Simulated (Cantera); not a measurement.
Input (Python, Cantera) and output of one run.

```python
import numpy as np
import cantera as ct

gas_names = [...]  # 113 gases of nasa_gas.yaml made of C, H, O, Ti
cond_names = """
    C(gr) C6H6(L) C7H8(L) C8H18(L),n-octa H2O(s) H2O(L) Ti(a) Ti(b) Ti(L) TiC(s) TiC(L) TiO(a) TiO(b)
    TiO(L) TiO2(ru) TiO2(L) Ti2O3(a) Ti2O3(b) Ti2O3(L) Ti3O5(a) Ti3O5(b) Ti3O5(L) Ti4O7(s) Ti4O7(L)
""".split()


# ... load() reads the species with a 1 bar reference pressure and builds the phases ...
atoms = {
    'Ti(OiPr)4': {'Ti': 1, 'C': 12, 'H': 28, 'O': 4},
    'H2': {'H': 2},
}
top_T = {'C(gr)': 4500}  # K; cautious upper limits of use, not melting points


# ... equilibrate(T, P, feed) seeds the gas with the atoms and calls Mixture.equilibrate('TP', solver="vcs", rtol=1e-11, max_steps=5000) ...
results = []
feed = {'Ti(OiPr)4': 1, 'H2': 32}  # mol
for P in [10, 28, 77, 220, 600, 1700, 4600, 13000, 36000, 100000]:
    for T in [1000, 1100, 1200, 1300, 1400, 1500, 1600, 1700, 1800, 1900, 2000, 2100, 2200]:
        mix = equilibrate(T, P, feed)
        results.append((T, P, feed, dict(zip(mix.species_names, mix.species_moles))))

for T, P, feed, n in results:
    print(f"{T:7g} {P:10.4g}  " + (" + ".join(c for c in cond_names if n.get(c, 0) > 1e-12) or "gas only"))
```

Output:

```
   1000         10  C(gr) + TiC(s) + Ti2O3(b)
   1100         10  C(gr) + TiC(s)
   1200         10  C(gr) + TiC(s)
   1300         10  C(gr) + TiC(s)
   1400         10  C(gr) + TiC(s)
   1500         10  C(gr) + TiC(s)
   1600         10  C(gr) + TiC(s)
   1700         10  C(gr) + TiC(s)
   1800         10  C(gr) + TiC(s)
   1900         10  C(gr) + TiC(s)
   2000         10  C(gr) + TiC(s)
   2100         10  C(gr) + TiC(s)
   2200         10  C(gr) + TiC(s)
   1000         28  C(gr) + Ti3O5(b)
   1100         28  C(gr) + TiC(s)
   1200         28  C(gr) + TiC(s)
   1300         28  C(gr) + TiC(s)
   1400         28  C(gr) + TiC(s)
   1500         28  C(gr) + TiC(s)
   1600         28  C(gr) + TiC(s)
   1700         28  C(gr) + TiC(s)
   1800         28  C(gr) + TiC(s)
   1900         28  C(gr) + TiC(s)
   2000         28  C(gr) + TiC(s)
   2100         28  C(gr) + TiC(s)
   2200         28  C(gr) + TiC(s)
   1000         77  C(gr) + Ti4O7(s)
   1100         77  C(gr) + TiC(s)
   1200         77  C(gr) + TiC(s)
   1300         77  C(gr) + TiC(s)
   1400         77  C(gr) + TiC(s)
   1500         77  C(gr) + TiC(s)
   1600         77  C(gr) + TiC(s)
   1700         77  C(gr) + TiC(s)
   1800         77  C(gr) + TiC(s)
   1900         77  C(gr) + TiC(s)
   2000         77  C(gr) + TiC(s)
   2100         77  C(gr) + TiC(s)
   2200         77  C(gr) + TiC(s)
   1000        220  C(gr) + Ti4O7(s)
   1100        220  C(gr) + TiC(s) + Ti3O5(b)
   1200        220  C(gr) + TiC(s)
   1300        220  C(gr) + TiC(s)
   1400        220  C(gr) + TiC(s)
   1500        220  C(gr) + TiC(s)
   1600        220  C(gr) + TiC(s)
   1700        220  C(gr) + TiC(s)
   1800        220  C(gr) + TiC(s)
   1900        220  C(gr) + TiC(s)
   2000        220  C(gr) + TiC(s)
   2100        220  C(gr) + TiC(s)
   2200        220  C(gr) + TiC(s)
   1000        600  C(gr) + TiO2(ru)
   1100        600  C(gr) + Ti3O5(b)
   1200        600  C(gr) + TiC(s)
   1300        600  C(gr) + TiC(s)
   1400        600  C(gr) + TiC(s)
   1500        600  C(gr) + TiC(s)
   1600        600  C(gr) + TiC(s)
   1700        600  C(gr) + TiC(s)
   1800        600  C(gr) + TiC(s)
   1900        600  C(gr) + TiC(s)
   2000        600  C(gr) + TiC(s)
   2100        600  C(gr) + TiC(s)
   2200        600  C(gr) + TiC(s)
   1000       1700  C(gr) + TiO2(ru)
   1100       1700  C(gr) + Ti4O7(s)
   1200       1700  C(gr) + TiC(s)
   1300       1700  C(gr) + TiC(s)
   1400       1700  C(gr) + TiC(s)
   1500       1700  C(gr) + TiC(s)
   1600       1700  C(gr) + TiC(s)
   1700       1700  C(gr) + TiC(s)
   1800       1700  C(gr) + TiC(s)
   1900       1700  C(gr) + TiC(s)
   2000       1700  C(gr) + TiC(s)
   2100       1700  C(gr) + TiC(s)
   2200       1700  C(gr) + TiC(s)
   1000       4600  C(gr) + TiO2(ru)
   1100       4600  C(gr) + Ti4O7(s)
   1200       4600  C(gr) + Ti3O5(b)
   1300       4600  C(gr) + TiC(s)
   1400       4600  C(gr) + TiC(s)
   1500       4600  C(gr) + TiC(s)
   1600       4600  C(gr) + TiC(s)
   1700       4600  C(gr) + TiC(s)
   1800       4600  C(gr) + TiC(s)
   1900       4600  C(gr) + TiC(s)
   2000       4600  C(gr) + TiC(s)
   2100       4600  C(gr) + TiC(s)
   2200       4600  C(gr) + TiC(s)
   1000    1.3e+04  C(gr) + TiO2(ru)
   1100    1.3e+04  C(gr) + TiO2(ru)
   1200    1.3e+04  C(gr) + Ti3O5(b)
   1300    1.3e+04  C(gr) + TiC(s)
   1400    1.3e+04  C(gr) + TiC(s)
   1500    1.3e+04  C(gr) + TiC(s)
   1600    1.3e+04  C(gr) + TiC(s)
   1700    1.3e+04  C(gr) + TiC(s)
   1800    1.3e+04  C(gr) + TiC(s)
   1900    1.3e+04  C(gr) + TiC(s)
   2000    1.3e+04  C(gr) + TiC(s)
   2100    1.3e+04  C(gr) + TiC(s)
   2200    1.3e+04  C(gr) + TiC(s)
   1000    3.6e+04  C(gr) + TiO2(ru)
   1100    3.6e+04  C(gr) + TiO2(ru)
   1200    3.6e+04  C(gr) + Ti4O7(s)
   1300    3.6e+04  C(gr) + Ti3O5(b)
   1400    3.6e+04  C(gr) + TiC(s)
   1500    3.6e+04  C(gr) + TiC(s)
   1600    3.6e+04  C(gr) + TiC(s)
   1700    3.6e+04  C(gr) + TiC(s)
   1800    3.6e+04  C(gr) + TiC(s)
   1900    3.6e+04  C(gr) + TiC(s)
   2000    3.6e+04  C(gr) + TiC(s)
   2100    3.6e+04  C(gr) + TiC(s)
   2200    3.6e+04  C(gr) + TiC(s)
   1000      1e+05  C(gr) + TiO2(ru)
   1100      1e+05  C(gr) + TiO2(ru)
   1200      1e+05  C(gr) + TiO2(ru)
   1300      1e+05  C(gr) + Ti3O5(b)
   1400      1e+05  C(gr) + TiC(s) + Ti3O5(b)
   1500      1e+05  C(gr) + TiC(s)
   1600      1e+05  C(gr) + TiC(s)
   1700      1e+05  C(gr) + TiC(s)
   1800      1e+05  C(gr) + TiC(s)
   1900      1e+05  C(gr) + TiC(s)
   2000      1e+05  C(gr) + TiC(s)
   2100      1e+05  C(gr) + TiC(s)
   2200      1e+05  C(gr) + TiC(s)
```

These are equilibrium values from Cantera (NASA tables, ideal gas, pure condensed phases), not measurements of a reactor. The feed counts by its element totals alone. Mutual solubility and eutectic melting of coexisting phases are not modelled. TiC: taken at fixed stoichiometry. Condensed phases not in the tables: Magnéli phases beyond Ti4O7.
